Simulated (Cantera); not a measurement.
## Equilibrium for carbothermic reduction: Cu2O + CH4 + H2 + C

A closed system holds: 1 mol Cu2O, 0.68 mol CH4, 0.31 mol H2, 1.4 mol C, held at 11.0 Pa.

Cantera equilibrium calculation (NASA polynomials, part measured and part estimated; ideal gas, pure solids and liquids). Candidate condensed phases: C, C6H6, C7H8, C8H18, Cu, CuO, Cu(OH)2, Cu2O, H2O; 113 gas species. Equilibrium is a limit: real reactors are often held back by kinetics, nucleation or transport.

```json
[
 {"T (°C)": "827", "x H2": "0.625", "x Cu": "5.41e-6", "x CO": "0.375", "x H": "1.95e-6", "x C2H2 (acetylene)": "8.33e-9", "n C(graphite)": "1.08", "n Cu(s)": "2.00", "n Cu(l)": "0"},
 {"T (°C)": "927", "x H2": "0.625", "x Cu": "0.000112", "x CO": "0.374", "x H": "1.49e-5", "x C2H2 (acetylene)": "6.42e-8", "n C(graphite)": "1.08", "n Cu(s)": "2.00", "n Cu(l)": "0"},
 {"T (°C)": "1027", "x H2": "0.625", "x Cu": "0.00143", "x CO": "0.374", "x H": "8.34e-5", "x C2H2 (acetylene)": "3.60e-7", "n C(graphite)": "1.08", "n Cu(s)": "2.00", "n Cu(l)": "0"},
 {"T (°C)": "1127", "x H2": "0.617", "x Cu": "0.0123", "x CO": "0.370", "x H": "0.000364", "x C2H2 (acetylene)": "1.56e-6", "n C(graphite)": "1.08", "n Cu(s)": "0", "n Cu(l)": "1.97"},
 {"T (°C)": "1227", "x H2": "0.578", "x Cu": "0.0748", "x CO": "0.346", "x H": "0.00128", "x C2H2 (acetylene)": "5.21e-6", "n C(graphite)": "1.08", "n Cu(s)": "0", "n Cu(l)": "1.78"},
 {"T (°C)": "1327", "x H2": "0.397", "x Cu": "0.361", "x CO": "0.238", "x H": "0.00326", "x C2H2 (acetylene)": "1.09e-5", "n C(graphite)": "1.08", "n Cu(s)": "0", "n Cu(l)": "0.482"},
 {"T (°C)": "1427", "x H2": "0.352", "x Cu": "0.426", "x CO": "0.213", "x H": "0.00833", "x C2H2 (acetylene)": "2.58e-5", "n C(graphite)": "1.08", "n Cu(s)": "0", "n Cu(l)": "0"},
 {"T (°C)": "1527", "x H2": "0.344", "x Cu": "0.424", "x CO": "0.212", "x H": "0.0200", "x C2H2 (acetylene)": "6.03e-5", "n C(graphite)": "1.08", "n Cu(s)": "0", "n Cu(l)": "0"},
 {"T (°C)": "1627", "x H2": "0.328", "x Cu": "0.419", "x CO": "0.209", "x H": "0.0433", "x C2H2 (acetylene)": "0.000125", "n C(graphite)": "1.08", "n Cu(s)": "0", "n Cu(l)": "0"},
 {"T (°C)": "1727", "x H2": "0.300", "x Cu": "0.410", "x CO": "0.205", "x H": "0.0849", "x C2H2 (acetylene)": "0.000230", "n C(graphite)": "1.08", "n Cu(s)": "0", "n Cu(l)": "0"},
 {"T (°C)": "1827", "x H2": "0.255", "x Cu": "0.396", "x CO": "0.198", "x H": "0.150", "x C2H2 (acetylene)": "0.000369", "n C(graphite)": "1.08", "n Cu(s)": "0", "n Cu(l)": "0"},
 {"T (°C)": "1927", "x H2": "0.196", "x Cu": "0.377", "x CO": "0.189", "x H": "0.238", "x C2H2 (acetylene)": "0.000502", "n C(graphite)": "1.07", "n Cu(s)": "0", "n Cu(l)": "0"}
]
```
x: gas mole fraction; n: condensed amount in mol.

From 827 °C to 1027 °C the condensed part is C(graphite) + Cu(s). From 1127 °C to 1327 °C the condensed part is C(graphite) + Cu(l). From 1427 °C to 1927 °C the condensed part is C(graphite). The main Cu-bearing gas is Cu throughout.
